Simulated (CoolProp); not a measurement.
Properties of decamethyltetrasiloxane (MD2M) along the isotherm 600 K.

Computed with CoolProp (reference Helmholtz-energy equation of state, Thol 2017).

```tsv
p (bar)	phase	cp (kJ/(kg K))	isothermal compressibility (1/MPa)
0.362	gas	…	27.91
0.643	gas	…	15.84
1.14	gas	2.041	…
2.03	gas	2.048	…
3.62	gas	…	3.133
6.43	gas	…	2.084
20.3	supercritical	2.477	0.09627
36.2	supercritical	2.341	…
64.3	supercritical	2.283	0.01946
114	supercritical	2.249	0.01072
```

Task: Some entries are withheld; supply them.

Result: 
- 0.362, cp (kJ/(kg K)): 2.036
- 0.643, cp (kJ/(kg K)): 2.038
- 1.14, isothermal compressibility (1/MPa): 9.073
- 2.03, isothermal compressibility (1/MPa): 5.248
- 3.62, cp (kJ/(kg K)): 2.064
- 6.43, cp (kJ/(kg K)): 2.119
- 36.2, isothermal compressibility (1/MPa): 0.03824
